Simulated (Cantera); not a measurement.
# Adiabatic ignition

An adiabatic, constant-volume homogeneous reactor starts with 3.19 % CH₄, 19.9 % O₂, 74.9 % N₂, 2.04 % CO₂, equivalence ratio 0.32, at 1450 K and 1.00 bar.

Computed with Cantera and GRI-Mech 3.0 (53 species, 325 reactions).

```tsv
t (s)	T (K)	P (bar)	x CH₄	x O₂	x CO₂	x H₂O	x NO₂	x CO	x C₂H₄
1.00e-6	1450	1.00	0.0319	0.199	0.0204	3.23e-10	<1e-12	3.44e-12	<1e-12
3.78e-6	1450	1.00	0.0319	0.199	0.0204	6.88e-9	<1e-12	2.29e-11	<1e-12
1.43e-5	1450	1.000	0.0319	0.199	0.0204	5.95e-8	<1e-12	1.19e-10	1.20e-12
5.41e-5	1450	1.000	0.0319	0.199	0.0204	4.99e-7	<1e-12	1.21e-9	1.07e-10
0.000205	1450	1.000	0.0318	0.199	0.0204	7.70e-6	<1e-12	6.69e-8	1.48e-8
0.000775	1452	1.00	0.0313	0.199	0.0204	0.000404	<1e-12	3.90e-5	1.13e-5
0.00293	2266	1.57	<1e-12	0.134	0.0511	0.0613	2.27e-7	0.00105	<1e-12
0.0111	2265	1.57	<1e-12	0.134	0.0511	0.0613	1.09e-6	0.00104	<1e-12
0.0419	2259	1.56	<1e-12	0.132	0.0511	0.0613	3.92e-6	0.00101	<1e-12
0.159	2246	1.55	<1e-12	0.130	0.0512	0.0615	9.69e-6	0.000944	<1e-12
0.600	2241	1.55	<1e-12	0.129	0.0512	0.0615	1.24e-5	0.000915	<1e-12
```
x: mole fraction; the columns are a selection and need not sum to one.

```json
{
 "time_of_steepest_temperature_rise": "1.32 ms",
 "temperature at 0.600 s": "2241 K",
 "equilibrium_temperature": "2241 K",
 "x(CH₄) at 0.600 s": "<1e-12 (gas-phase equilibrium <1e-12)",
 "x(O₂) at 0.600 s": "0.129 (gas-phase equilibrium 0.129)",
 "x(CO₂) at 0.600 s": "0.0512 (gas-phase equilibrium 0.0512)"
}
```
